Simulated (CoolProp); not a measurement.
Vapour-liquid equilibrium of R152A (1) + isobutane (2) at 279.3 K; x and y are mole fractions of (1).

Model: multi-fluid Helmholtz-energy mixture model, Outcalt 1996 and Bücker 2006; pair parameters Bell 2016, in CoolProp.

| x | bubble pressure, mixture model (bar) | bubble pressure, Raoult's law (bar) | y, mixture model | y, Raoult's law |
|---|---|---|---|---|
| 0.05 | 2.307 | 2.008 | 0.188 | 0.082 |
| 0.15 | 2.855 | 2.141 | 0.390 | 0.229 |
| 0.25 | 3.217 | 2.275 | 0.497 | 0.360 |
| 0.35 | 3.449 | 2.408 | 0.564 | 0.476 |
| 0.45 | 3.595 | 2.541 | 0.611 | 0.580 |
| 0.55 | 3.683 | 2.675 | 0.650 | 0.673 |
| 0.65 | 3.730 | 2.808 | 0.687 | 0.758 |
| 0.75 | 3.736 | 2.941 | 0.731 | 0.835 |
| 0.85 | 3.675 | 3.075 | 0.794 | 0.905 |
| 0.95 | 3.475 | 3.208 | 0.904 | 0.970 |

The largest gap from Raoult's law is +43.2 % in bubble pressure, at x = 0.35. y crosses x between x = 0.65 and 0.75: the model has an azeotrope there.

The pair parameters rest on a limited set of measurements; away from them the model extrapolates.
